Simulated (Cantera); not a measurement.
An adiabatic, constant-pressure homogeneous reactor starts with CH₄ : CO : O₂ : N₂ = 1 : 0.11 : 4.37 : 16.4 (molar parts), at 1823 K and 3750 Torr.

Model: GRI-Mech 3.0 (53 species, 325 reactions), integrated in Cantera.

One state of this run: T (K) = 2662; x CH₄ = <1e-12; x CO = 0.00525; x O₂ = 0.102; x HO₂ = 1.68e-5; x CH₂ = <1e-12; x H₂ = 0.00146. x: mole fraction; the columns are a selection and need not sum to one.

Q: Which value of t (s) does it belong to?
A. 9.30e-6
B. 2.83e-5
C. 3.05e-6
D. 0.000263

A: D, 0.000263
